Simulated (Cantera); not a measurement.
**Thermodynamics of silicon oxide and oxynitride deposition, feed TEOS + CO₂**

Input: 1 mol TEOS, a varied amount of CO₂, equilibrated at 1300 °C and 0.0638 Torr.

Cantera equilibrium calculation (NASA polynomials, part measured and part estimated; ideal gas, pure solids and liquids). Candidate condensed phases: C, C₆H₆, C₇H₈, C₈H₁₈, H₂O, Si, SiC, SiO₂; 123 gas species. The feed counts by its element totals alone. The tables hold silica as quartz up to 1696 K and as liquid above; real silica turns to tridymite and cristobalite and melts near 1996 K. The numbers say what is thermodynamically allowed, not how fast it happens.

```tsv
n(CO₂) (mol)	x H₂	x CO	x CO₂	x H₂O	x SiO	n C(graphite)	n SiC(s)	n SiO₂(β-quartz)
0.29	0.683	0.313	2.98e-9	1.89e-8	0.000821	2.73	0.988	0
0.4	0.673	0.323	3.18e-9	1.92e-8	0.000847	2.62	0.987	0
0.55	0.659	0.336	3.45e-9	1.96e-8	0.000882	2.48	0.987	0
0.76	0.641	0.354	3.83e-9	2.01e-8	0.000929	2.27	0.985	0
1.1	0.614	0.381	4.43e-9	2.07e-8	0.001000	1.93	0.984	0
1.5	0.586	0.410	5.13e-9	2.12e-8	0.00108	1.54	0.982	0
2	0.553	0.443	5.98e-9	2.16e-8	0.00116	1.04	0.979	0
2.8	0.508	0.488	7.26e-9	2.19e-8	0.00128	0.250	0.975	0
3.9	0.457	0.520	3.21e-8	8.14e-8	0.0206	0	0.550	0
5.5	0.411	0.558	0.00119	0.00254	0.0245	0	0	0.410
7.6	0.348	0.584	0.0234	0.0403	0.00131	0	0	0.966
11	0.248	0.577	0.0770	0.0955	0.000392	0	0	0.989
15	0.172	0.553	0.143	0.129	0.000202	0	0	0.993
```
x: gas mole fraction; n: condensed amount in mol.

From 0.29 mol CO₂ to 2.8 mol CO₂ the condensed part is C(graphite) + SiC(s). At 3.9 mol CO₂ the condensed part is SiC(s). From 5.5 mol CO₂ to 15 mol CO₂ the condensed part is SiO₂(β-quartz). The main Si-bearing gas is SiO throughout. The share of Si in condensed phases is highest at 15 mol CO₂ (99.3 %) and lowest at 5.5 mol CO₂ (41.0 %).
